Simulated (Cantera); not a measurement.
A closed system holds: 1 mol Fe2O3, 0.033 mol HCl, equilibrated at 0.140 bar.

Equilibrium computed with Cantera from the NASA thermochemical tables; the gas is ideal and each condensed phase is pure. Candidate condensed phases: Fe, FeCl2, FeCl3, FeO, Fe(OH)2, Fe(OH)3, Fe2O3, Fe3O4, H2O; 22 gas species. Rates play no part. All values below are at 1100 K.

Base state: HCl 0.900, H2O 0.0563, FeCl3 0.0262, FeCl2 0.0113, Cl2 0.00546, Cl 0.000299, Fe2Cl6 4.29e-5, Fe2Cl4 4.26e-5 (mole fractions); condensed: Fe2O3(s).

### Question
What changes in the equilibrium state with this change: 0.66 mol H2O added?

### Answer
```json
[
 {"species": "H2O", "before": "0.0563", "after": "0.952"},
 {"species": "HCl", "before": "0.900", "after": "0.0476"},
 {"species": "FeCl2", "before": "0.0113", "after": "3.92e-6"},
 {"species": "FeCl3", "before": "0.0262", "after": "5.57e-8"},
 {"species": "Fe2Cl6", "before": "4.29e-5", "after": "<1e-9"},
 {"species": "Fe2Cl4", "before": "4.26e-5", "after": "<1e-9"},
 {"species": "Cl2", "before": "0.00546", "after": "2.04e-7"},
 {"species": "Cl", "before": "0.000299", "after": "1.83e-6"},
 {"species": "Fe2O3(s), mol", "before": "0.999", "after": "1.000"}
]
```
